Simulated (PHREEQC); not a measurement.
Make-up at 20 °C: 0.22 mol HNO3 and 0.15 mol NaCl per kg of water. Closed to the air; pH follows from the charge balance.

Model: ion-association model, phreeqc.dat, run in PHREEQC.

Each row changes one thing in this solution. No solid was allowed to form.

| case | pH | ionic strength (mol/kgw) |
|---|---|---|
| as made | 0.77 | 0.370 |
| temperature from 20 to 55 °C | 0.77 | 0.370 |
| NaCl replaced by CdCl2 at the same molality | 0.77 | 0.393 |
| HNO3 left out | 7.06 | 0.150 |
| HNO3 replaced by Zn(NO3)2 at the same molality | (withheld) | (withheld) |
| diluted 100-fold with water | 2.68 | (withheld) |

Q: What belongs in the gaps?

A: 
- HNO3 replaced by Zn(NO3)2 at the same molality, pH: 5.01
- HNO3 replaced by Zn(NO3)2 at the same molality, ionic strength (mol/kgw): 0.785
- diluted 100-fold with water, ionic strength (mol/kgw): 0.00370

The ionic strength passes 0.7 mol/kgw, the rough limit of the ion-association models, in HNO3 replaced by Zn(NO3)2 at the same molality. Away from 25 °C the constants follow the database's enthalpies or fits; those with neither stay at their 25 °C values.
